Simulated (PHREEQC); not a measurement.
A made-up water analysis in mg/L, 25 °C, pH 6.31, pe 10.3:

| constituent | mg/L |
|---|---|
| Na | 3.28 |
| K | 0.902 |
| Ca | 9.87 |
| Mg | 0.0509 |
| Cl | 0.299 |
| S(6) as SO4 | 6.7 |
| Alkalinity as HCO3 | 10.9 |
| Li | 0.000348 |
| Sr | 0.433 |
| Cd | 0.0308 |
| Br | 0.194 |
| Ba | 0.0153 |
| Zn | 0.164 |

Valence states are taken as typed.

Computed with PHREEQC (ion-association model, wateq4f.dat).

No solid was allowed to form.

Q: What charge-balance error does the model give?

A: charge-balance error 35.0 %.

Q: In which forms is S present?

A: SO4-2 96 %, CaSO4 3.6 % of the S.

Species that the database lacks are ignored.
